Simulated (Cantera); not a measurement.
Input: 1 mol CH₃SiCl₃, 0.26 mol C₃H₈, 1.9 mol H₂, held at 1.33 mbar.

Equilibrium computed with Cantera from the NASA thermochemical tables; the gas is ideal and each condensed phase is pure. Candidate condensed phases: C, C₆H₆, C₇H₈, C₈H₁₈, Si, SiC; 109 gas species. The feed counts by its element totals alone. The tables' values for SiCl₃ are old estimates; treat these amounts as uncertain. Equilibrium is a limit: real reactors are often held back by kinetics, nucleation or transport.

Q: At 1598 K, list the 4 most abundant gas species with their mole fractions, and the condensed phases.

A: H₂ 0.511, HCl 0.471, SiCl₂ 0.0156, H 0.00104. Condensed: C(graphite) + SiC(s).
